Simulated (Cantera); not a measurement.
Input (Python, Cantera) and output of one run.

```python
import numpy as np
import cantera as ct

gas_names = """
    CL CL2 H HCL H2 Si SiCL SiCL2 SiCL3 SiCL4 SiH SiHCL3 SiH2 SiH2CL2 SiH3 SiH3CL SiH4 Si2 Si3
""".split()
cond_names = """
    Si(cr) Si(L)
""".split()


# ... load() reads the species with a 1 bar reference pressure and builds the phases ...
atoms = {
    'Si': {'Si': 1},
    'Cl2': {'CL': 2},
    'H2': {'H': 2},
}
top_T = {}  # K; cautious upper limits of use, not melting points


# ... equilibrate(T, P, feed) seeds the gas with the atoms and calls Mixture.equilibrate('TP', solver="vcs", rtol=1e-11, max_steps=5000) ...
results = []
feed = {'Si': 1, 'Cl2': 1, 'H2': 13}  # mol
T = 1698  # K
P = 10000  # Pa
mix = equilibrate(T, P, feed)
results.append((T, P, feed, dict(zip(mix.species_names, mix.species_moles))))
print(gas.report(threshold=1e-06))
for i in range(1, mix.n_phases):
    print(f"{mix.phase(i).name:16s} {mix.phase_moles(i):12.5e} mol")
```

Output:

```
       temperature   1698 K
          pressure   10000 Pa
           density   0.0054953 kg/m^3
  mean mol. weight   7.7582 kg/kmol
   phase of matter   gas

                          1 kg             1 kmol
                     ---------------   ---------------
          enthalpy        4.0366e+06        3.1317e+07  J
   internal energy        2.2169e+06        1.7199e+07  J
           entropy             27870        2.1622e+05  J/K
    Gibbs function       -4.3286e+07       -3.3582e+08  J
 heat capacity c_p            4382.4             33999  J/K
 heat capacity c_v            3310.7             25685  J/K

                      mass frac. Y      mole frac. X     chem. pot. / RT
                     ---------------   ---------------   ---------------
                CL        0.00014448         3.162e-05           -26.408
                 H        5.5942e-05        0.00043056           -10.697
               HCL           0.39342          0.083719           -37.105
                H2           0.23039            0.8866           -21.394
                Si        2.3773e-05         6.567e-06           -4.9164
              SiCL         0.0002485        3.0344e-05           -31.325
             SiCL2           0.36243          0.028406           -57.733
             SiCL3          0.011252        0.00064933           -84.141
             SiCL4        0.00064258        2.9345e-05           -110.55
               SiH         1.142e-05        3.0453e-06           -15.614
            SiHCL3          0.001044          5.98e-05           -94.838
              SiH2        4.8046e-05        1.2383e-05           -26.311
           SiH2CL2        0.00027641        2.1232e-05           -79.127
            SiH3CL        1.9622e-05        2.2872e-06           -63.416
     [   +5 minor]        8.1097e-07        1.6016e-07

Si(L)             5.90981e-01 mol
```

Equilibrium computed with Cantera from the NASA thermochemical tables; the gas is ideal and each condensed phase is pure. The tables' values for SiCl3, SiCl are old estimates; treat these amounts as uncertain. Gases not in the tables: Si2H6 and higher silanes.
